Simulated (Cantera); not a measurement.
## B₂O₃ + NF₃ + O₂ (oxide etching and cleaning by halides)

Feed: 1 mol B₂O₃, 13 mol NF₃, 0.11 mol O₂, held at 1.30 mbar.

Method: chemical equilibrium by Gibbs-energy minimisation in Cantera with the NASA 1993 tables (ideal gas, pure condensed phases). Candidate condensed phases: B, BN, B₂O₃; 31 gas species. Equilibrium is a limit: real reactors are often held back by kinetics, nucleation or transport.

From 1075 °C to 1675 °C nothing is condensed. The main B-bearing gas is BF₃ throughout.

| T (°C) | x F | x N₂ | x BF₃ | x O₂ | x O | x NO | x F₂ |
|---|---|---|---|---|---|---|---|
| 1075 | 0.765 | 0.151 | 0.0464 | 0.0373 | 2.19e-6 | 9.87e-5 | 0.000462 |
| 1125 | 0.765 | 0.151 | 0.0464 | 0.0373 | 4.91e-6 | 0.000132 | 0.000272 |
| 1175 | 0.765 | 0.151 | 0.0464 | 0.0373 | 1.04e-5 | 0.000173 | 0.000166 |
| 1225 | 0.765 | 0.151 | 0.0464 | 0.0372 | 2.11e-5 | 0.000223 | 0.000104 |
| 1275 | 0.765 | 0.151 | 0.0464 | 0.0372 | 4.08e-5 | 0.000283 | 6.76e-5 |
| 1325 | 0.765 | 0.151 | 0.0464 | 0.0371 | 7.57e-5 | 0.000353 | 4.50e-5 |
| 1375 | 0.765 | 0.151 | 0.0464 | 0.0371 | 0.000135 | 0.000434 | 3.07e-5 |
| 1425 | 0.765 | 0.150 | 0.0464 | 0.0370 | 0.000233 | 0.000528 | 2.14e-5 |
| 1475 | 0.765 | 0.150 | 0.0464 | 0.0368 | 0.000390 | 0.000634 | 1.52e-5 |
| 1525 | 0.765 | 0.150 | 0.0464 | 0.0366 | 0.000634 | 0.000753 | 1.11e-5 |
| 1575 | 0.765 | 0.150 | 0.0464 | 0.0364 | 0.00100 | 0.000885 | 8.15e-6 |
| 1625 | 0.765 | 0.150 | 0.0464 | 0.0360 | 0.00154 | 0.00103 | 6.11e-6 |
| 1675 | 0.765 | 0.150 | 0.0463 | 0.0355 | 0.00232 | 0.00119 | 4.64e-6 |
x: gas mole fraction; nothing condenses.
